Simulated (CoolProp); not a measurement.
The numbers come from the reference Helmholtz-energy equation of state, Lemmon 2006 in CoolProp. It is a short technical equation, of lower accuracy than the large ones.

For isopentane, give the phase and the cp (kJ/(kg K)), expansivity (1/kK) at 329.4 K and 5.16 MPa; 357.8 K and 5.16 MPa; 500 K and 5.16 MPa.


- 329.4 K and 5.16 MPa: liquid; cp 2.41, expansivity 1.75
- 357.8 K and 5.16 MPa: liquid; cp 2.57, expansivity 2.02
- 500 K and 5.16 MPa: supercritical; cp 4.96, expansivity 21.3
